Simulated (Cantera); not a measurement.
A freely propagating, adiabatic, planar premixed flame of 11.2 % CH₄, 18.7 % O₂, 70.1 % N₂, equivalence ratio 1.2, unburnt at 625 K and 4.20 bar; mixture-averaged transport, grid criteria slope 0.08 and curve 0.16, no radiation.

Detailed kinetics in Cantera: GRI-Mech 3.0 (53 species, 325 reactions). Burning velocities carry a grid error of a few per cent, more on coarse grids.

Question: Predict: laminar burning velocity; thermal thickness; peak x(C₂H₄); peak x(C₂H₂); peak x(HO₂).

Answer: 
```json
{
 "laminar_burning_velocity": "78.9 cm/s",
 "thermal_thickness": "0.114 mm",
 "peak x(C₂H₄)": "0.00127",
 "peak x(C₂H₂)": "0.000721",
 "peak x(HO₂)": "0.000177"
}
```
